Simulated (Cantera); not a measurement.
Input: 1 mol V, 0.066 mol O2, 4.6 mol H2, equilibrated at 2598.15 K and 13300 Pa.

These are equilibrium values from Cantera (NASA tables, ideal gas, pure condensed phases), not measurements of a reactor. Candidate condensed phases: H2O, V, VO, V2O3, V2O4, V2O5; 12 gas species. Each liquid is taken as pure. Mutual solubility and eutectic melting of coexisting phases are not modelled. VO: taken at fixed stoichiometry. Condensed phases not in the tables: N, O or C dissolved in the metal. Kinetics and transport are ignored.

Base state: H2 0.877, H 0.0977, V 0.0140, VO 0.00845, H2O 0.00165, VO2 0.000851, OH 4.25e-5 (mole fractions); condensed: V(l) + VO(l).

**Question.** What changes in the equilibrium state with this change: temperature from 2598.15 K to 2273 K?

**Answer.** 
| species | before | after |
|---|---|---|
| H2 | 0.877 | 0.975 |
| H | 0.0977 | 0.0227 |
| H2O | 0.00165 | 0.000799 |
| V | 0.0140 | 0.000615 |
| VO2 | 0.000851 | 3.82e-5 |
| VO | 0.00845 | 0.000433 |
| OH | 4.25e-5 | 2.89e-6 |
| V(l), mol | 0.811 | 0.869 |
| VO(l), mol | 0.0732 | 0.126 |

**Question.** What changes in the equilibrium state with this change: O2 from 0.066 to 0.55 mol?

**Answer.** 
| species | before | after |
|---|---|---|
| H2 | 0.877 | 0.871 |
| H | 0.0977 | 0.0974 |
| H2O | 0.00165 | 0.0142 |
| V | 0.0140 | 0.00162 |
| VO | 0.00845 | 0.00845 |
| O | 3.07e-6 | 2.65e-5 |
| VO2 | 0.000851 | 0.00735 |
| OH | 4.25e-5 | 0.000366 |
| V(l), mol | 0.811 | 0 |
| VO(l), mol | 0.0732 | 0.914 |
